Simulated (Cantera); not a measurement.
A perfectly stirred reactor is fed with CH4 : O2 : N2 = 1 : 2.6 : 9.77 (molar parts), at 5.00 bar; it is adiabatic with a 748 K inlet, and is followed from long to short residence time, starting on the burning branch (τ in s: 0.037, 0.019, 0.0094, 0.0047, 0.0024, 0.0012, 0.00059, 0.0003, 0.00015, 7.5e-05, 3.7e-05, 1.9e-05).

Computed with Cantera and GRI-Mech 3.0 (53 species, 325 reactions).

**Question.** What does this change do: pressure from 5.00 bar to 1.01 bar?

**Answer.** 
```json
[
 {"quantity": "blow-out, bracketed by the residence times tried", "before": "burning at 19.0 µs, the shortest tried", "after": "burning at 37.0 µs, out at 19.0 µs"},
 {"quantity": "x(CH4) at τ = 37.0 ms", "before": "1.66e-6", "after": "4.76e-6"},
 {"quantity": "x(O2) at τ = 37.0 ms", "before": "0.0435", "after": "0.0447"},
 {"quantity": "x(H2O2) at τ = 37.0 ms", "before": "2.86e-7", "after": "1.20e-7"},
 {"quantity": "x(H2O) at τ = 37.0 ms", "before": "0.147", "after": "0.145"},
 {"quantity": "x(CO) at τ = 37.0 ms", "before": "0.00167", "after": "0.00369"},
 {"quantity": "x(CH4) at τ = 0.590 ms", "before": "6.02e-5", "after": "0.000115"},
 {"quantity": "x(O2) at τ = 0.590 ms", "before": "0.0463", "after": "0.0509"},
 {"quantity": "x(H2O2) at τ = 0.590 ms", "before": "3.97e-7", "after": "2.30e-7"},
 {"quantity": "x(H2O) at τ = 0.590 ms", "before": "0.144", "after": "0.134"},
 {"quantity": "x(CO) at τ = 0.590 ms", "before": "0.00528", "after": "0.0149"}
]
```

**Question.** What does this change do: pressure from 5.00 bar to 15.0 bar?

**Answer.** 
```csv
quantity,before,after
"blow-out, bracketed by the residence times tried","burning at 19.0 µs, the shortest tried","burning at 19.0 µs, the shortest tried"
x(CH4) at τ = 37.0 ms,1.66e-6,7.79e-7
x(O2) at τ = 37.0 ms,0.0435,0.0428
x(H2O2) at τ = 37.0 ms,2.86e-7,5.04e-7
x(H2O) at τ = 37.0 ms,0.147,0.148
x(CO) at τ = 37.0 ms,0.00167,0.000998
x(CH4) at τ = 0.590 ms,6.02e-5,3.79e-5
x(O2) at τ = 0.590 ms,0.0463,0.0452
x(H2O2) at τ = 0.590 ms,3.97e-7,6.20e-7
x(H2O) at τ = 0.590 ms,0.144,0.147
x(CO) at τ = 0.590 ms,0.00528,0.00239
```
The pressure lies above the range GRI-Mech 3.0 was tuned for (to about 10 atm).

**Question.** What does this change do: CH4 1 to 1.4 parts?

**Answer.** 
| quantity | before | after |
|---|---|---|
| blow-out, bracketed by the residence times tried | burning at 19.0 µs, the shortest tried | burning at 19.0 µs, the shortest tried |
| x(CH4) at τ = 37.0 ms | 1.66e-6 | 1.61e-6 |
| x(O2) at τ = 37.0 ms | 0.0435 | 0.00239 |
| x(H2O2) at τ = 37.0 ms | 2.86e-7 | 1.46e-7 |
| x(H2O) at τ = 37.0 ms | 0.147 | 0.186 |
| x(CO) at τ = 37.0 ms | 0.00167 | 0.0264 |
| x(CH4) at τ = 0.590 ms | 6.02e-5 | 5.31e-5 |
| x(O2) at τ = 0.590 ms | 0.0463 | 0.00604 |
| x(H2O2) at τ = 0.590 ms | 3.97e-7 | 2.79e-7 |
| x(H2O) at τ = 0.590 ms | 0.144 | 0.180 |
| x(CO) at τ = 0.590 ms | 0.00528 | 0.0306 |
